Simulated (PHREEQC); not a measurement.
1 kg of water holding 0.0043 mol NaBr, 0.13 mol NaCl, 0.22 mol MgBr2, 7e-05 mol CaSO4 and 0.11 mol KCl is evaporated at 25 °C; the solids stay in contact with the brine. No CO2 enters from the air. Only these solids could form: Arcanite, Bischofite, Bloedite, Brucite, Carnallite, Epsomite, Glaserite, Glauberite, Gypsum, Anhydrite, Halite, Hexahydrite, Kainite, Kieserite, Leonite, Mirabilite, Misenite, Polyhalite, Portlandite, Schoenite, Sylvite, Syngenite, Thenardite, MgCl2_4H2O.

Equilibrium calculation in PHREEQC: Pitzer model, pitzer.dat.

```
water left (kg)  ionic strength  water activity  Cl in solution (mol/kgw)  Ca in solution (mol/kgw)  S in solution (mol/kgw)
---------------  --------------  --------------  ------------------------  ------------------------  -----------------------
1                         0.905           0.981                     0.240                   7.00e-5                  7.00e-5
0.8219                     1.10               …                     0.292                   8.52e-5                  8.52e-5
0.6755                     1.34           0.971                     0.355                  0.000104                 0.000104
0.5552                     1.63               …                     0.432                  0.000126                 0.000126
0.4563                     1.98               …                     0.526                  0.000153                 0.000153
0.375                      2.41               …                     0.640                  0.000187                 0.000187
0.3082                     2.93               …                     0.779                  0.000227                 0.000227
0.2533                     3.57               …                     0.947                  0.000276                 0.000276
0.2082                     4.34               …                      1.15                  0.000336                 0.000336
0.1711                     5.29           0.844                      1.40                  0.000409                 0.000409
0.1407                     6.43               …                      1.71                  0.000498                 0.000498
0.1156                     7.82           0.732                      2.08                  0.000605                 0.000605
```

Question: What belongs in the gaps?

Answer: 
- 0.8219, water activity: 0.977
- 0.5552, water activity: 0.964
- 0.4563, water activity: 0.955
- 0.375, water activity: 0.943
- 0.3082, water activity: 0.927
- 0.2533, water activity: 0.907
- 0.2082, water activity: 0.880
- 0.1407, water activity: 0.796
